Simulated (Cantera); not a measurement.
Thermodynamics of aluminium and copper etching, feed Cu + HF + H2

Input: 1 mol Cu, 1.6 mol HF, 17 mol H2, at 5.33 Torr.

These are equilibrium values from Cantera (NASA tables, ideal gas, pure condensed phases), not measurements of a reactor. Candidate condensed phases: Cu, CuF2; 15 gas species. Rates play no part.

```json
[
 {"T (°C)": "652", "x H2": "0.914", "x HF": "0.0860", "x Cu": "8.48e-11", "x H": "2.95e-9", "x CuF": "4.58e-11", "x Cu2": "<1e-12", "x H2F2": "2.75e-9", "n Cu(s)": "1.00", "n Cu(l)": "0"},
 {"T (°C)": "702", "x H2": "0.914", "x HF": "0.0860", "x Cu": "7.86e-10", "x H": "1.30e-8", "x CuF": "2.54e-10", "x Cu2": "<1e-12", "x H2F2": "2.26e-9", "n Cu(s)": "1.00", "n Cu(l)": "0"},
 {"T (°C)": "752", "x H2": "0.914", "x HF": "0.0860", "x Cu": "5.84e-9", "x H": "4.94e-8", "x CuF": "1.19e-9", "x Cu2": "<1e-12", "x H2F2": "1.90e-9", "n Cu(s)": "1.00", "n Cu(l)": "0"},
 {"T (°C)": "802", "x H2": "0.914", "x HF": "0.0860", "x Cu": "3.60e-8", "x H": "1.66e-7", "x CuF": "4.80e-9", "x Cu2": "<1e-12", "x H2F2": "1.62e-9", "n Cu(s)": "1.000", "n Cu(l)": "0"},
 {"T (°C)": "852", "x H2": "0.914", "x HF": "0.0860", "x Cu": "1.88e-7", "x H": "5.04e-7", "x CuF": "1.71e-8", "x Cu2": "2.11e-12", "x H2F2": "1.41e-9", "n Cu(s)": "1.000", "n Cu(l)": "0"},
 {"T (°C)": "902", "x H2": "0.914", "x HF": "0.0860", "x Cu": "8.52e-7", "x H": "1.39e-6", "x CuF": "5.47e-8", "x Cu2": "1.80e-11", "x H2F2": "1.24e-9", "n Cu(s)": "1.000", "n Cu(l)": "0"},
 {"T (°C)": "952", "x H2": "0.914", "x HF": "0.0860", "x Cu": "3.41e-6", "x H": "3.54e-6", "x CuF": "1.59e-7", "x Cu2": "1.28e-10", "x H2F2": "1.10e-9", "n Cu(s)": "1.000", "n Cu(l)": "0"},
 {"T (°C)": "1002", "x H2": "0.914", "x HF": "0.0860", "x Cu": "1.22e-5", "x H": "8.36e-6", "x CuF": "4.22e-7", "x Cu2": "7.81e-10", "x H2F2": "9.89e-10", "n Cu(s)": "1.000", "n Cu(l)": "0"},
 {"T (°C)": "1052", "x H2": "0.914", "x HF": "0.0860", "x Cu": "3.96e-5", "x H": "1.86e-5", "x CuF": "1.04e-6", "x Cu2": "4.12e-9", "x H2F2": "8.97e-10", "n Cu(s)": "0.999", "n Cu(l)": "0"},
 {"T (°C)": "1102", "x H2": "0.914", "x HF": "0.0860", "x Cu": "0.000116", "x H": "3.89e-5", "x CuF": "2.37e-6", "x Cu2": "1.87e-8", "x H2F2": "8.19e-10", "n Cu(s)": "0", "n Cu(l)": "0.998"},
 {"T (°C)": "1152", "x H2": "0.914", "x HF": "0.0860", "x Cu": "0.000306", "x H": "7.74e-5", "x CuF": "4.95e-6", "x Cu2": "7.18e-8", "x H2F2": "7.54e-10", "n Cu(s)": "0", "n Cu(l)": "0.994"}
]
```
x: gas mole fraction; n: condensed amount in mol.

From 652 °C to 1052 °C the condensed part is Cu(s). From 1102 °C to 1152 °C the condensed part is Cu(l).
